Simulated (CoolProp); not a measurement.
Vapour-liquid equilibrium of R134a (1) + R1234ze(E) (2) at 877 kPa; x and y are mole fractions of (1).

The numbers come from the multi-fluid Helmholtz-energy mixture model, Tillner-Roth 1994 and Thol 2016; pair parameters Bell 2022 in CoolProp.

| x | bubble temperature, mixture model (K) | bubble temperature, Raoult's law (K) | y, mixture model | y, Raoult's law |
|---|---|---|---|---|
| 0.05 | 317.2 | 317.6 | 0.068 | 0.065 |
| 0.125 | 316.0 | 316.7 | 0.163 | 0.159 |
| 0.2 | 314.8 | 315.8 | 0.250 | 0.249 |
| 0.275 | 313.8 | 315.0 | 0.331 | 0.335 |
| 0.35 | 312.9 | 314.1 | 0.408 | 0.417 |
| 0.425 | 312.1 | 313.3 | 0.482 | 0.495 |
| 0.5 | 311.4 | 312.5 | 0.553 | 0.570 |
| 0.575 | 310.7 | 311.8 | 0.623 | 0.642 |
| 0.65 | 310.1 | 311.0 | 0.690 | 0.711 |
| 0.725 | 309.5 | 310.3 | 0.757 | 0.778 |
| 0.8 | 309.0 | 309.6 | 0.824 | 0.842 |
| 0.875 | 308.5 | 308.9 | 0.890 | 0.903 |
| 0.95 | 308.0 | 308.2 | 0.956 | 0.962 |

The largest gap from Raoult's law is -1.2 K in bubble temperature, at x = 0.425. No azeotrope shows between x = 0.05 and 0.95.

Pair parameters are fitted to limited data, so mixtures are less certain than the pure fluids.
